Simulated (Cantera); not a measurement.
An isothermal, constant-pressure homogeneous reactor starts with H2 : O2 = 0.0067 : 1 (molar parts), at 900 K and 10.00 Torr.

Model: the H2/O2 subset of GRI-Mech 3.0, which has no nitrogen chemistry, integrated in Cantera. Radical loss at walls, strong at low pressure, is not modelled. Below about 950 K walls govern HO2 and H2O2 in real vessels.

x: mole fraction; the columns are a selection and need not sum to one.

```csv
t (s),x H2,x O2,x H2O2,x O,x OH,x H2O
1.00e-5,0.00666,0.993,<1e-12,<1e-12,<1e-12,<1e-12
4.06e-5,0.00666,0.993,<1e-12,<1e-12,<1e-12,<1e-12
0.000165,0.00666,0.993,<1e-12,<1e-12,<1e-12,<1e-12
0.000669,0.00666,0.993,<1e-12,1.35e-12,1.12e-12,<1e-12
0.00272,0.00666,0.993,<1e-12,1.41e-11,8.06e-12,9.70e-12
0.0110,0.00666,0.993,<1e-12,7.13e-10,3.21e-10,8.25e-10
0.0448,0.00597,0.993,2.18e-8,0.000404,[?],0.000553
0.182,2.80e-5,0.993,1.56e-8,0.000433,[?],0.00661
0.739,1.55e-6,0.993,7.82e-9,4.56e-5,[?],0.00667
3.00,1.15e-7,0.993,3.82e-9,3.69e-6,[?],0.00668
```

**Question.** Complete the blanks.

**Answer.** 
- 0.0448, x OH: 0.000166
- 0.182, x OH: 5.35e-5
- 0.739, x OH: 1.40e-5
- 3.00, x OH: 4.07e-6
